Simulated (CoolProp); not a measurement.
Properties of dodecamethylcyclohexasiloxane (D6) at several states (Tc = 372.6 °C, pc = 0.9614 MPa, ω = 0.736).

Values from CoolProp's reference Helmholtz-energy equation of state, Colonna 2008. It is a short technical equation, of lower accuracy than the large ones.

| T (°C) | p (MPa) | phase | cv (kJ/(kg K)) | speed of sound (m/s) | Joule-Thomson coefficient (K/MPa) | isothermal compressibility (1/MPa) | fugacity coefficient |
|---|---|---|---|---|---|---|---|
| 346.25 | 2.08 | liquid | 1.977 | 194.1 | 0.9406 | 0.05303 | 0.2737 |
| 73.75 | 3.52 | liquid | 1.508 | 612.1 | -0.3927 | 0.003179 | 7.721e-5 |
| 26.55 | 0.616 | liquid | 1.426 | 667.7 | -0.4332 | 0.002566 | 6.929e-6 |
| 310.05 | 0.578 | liquid | 1.922 | 204.0 | 0.8514 | 0.04599 | 0.5069 |
